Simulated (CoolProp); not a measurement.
The fluid at 293.15 K and 0.198 MPa is throttled through a valve to 0.0798 MPa with no heat exchange. The same conditions are run with several fluids, on thermodynamics alone (safety and materials aside).

Computed with CoolProp (reference Helmholtz-energy equation of state of each fluid (CH2F2 (R32): Tillner-Roth 1997; propylene: Lemmon 2013; ammonia: Gao 2020; R143a: Lemmon and Jacobsen 2000; CF4 (R14): Platzer 1990)). The equations of Platzer and Polt are older, rougher fits.

Q: Rank CH2F2 (R32), propylene, ammonia, R143a, CF4 (R14) by temperature change (K), highest first.

A: CF4 (R14) (-0.7), propylene (-2.2), R143a (-2.4), CH2F2 (R32) (-3.3), ammonia (-3.6)

```csv
fluid,final density (kg/m³)
CH2F2 (R32),1.74
propylene,1.41
ammonia,0.570
R143a,2.82
CF4 (R14),2.90
```
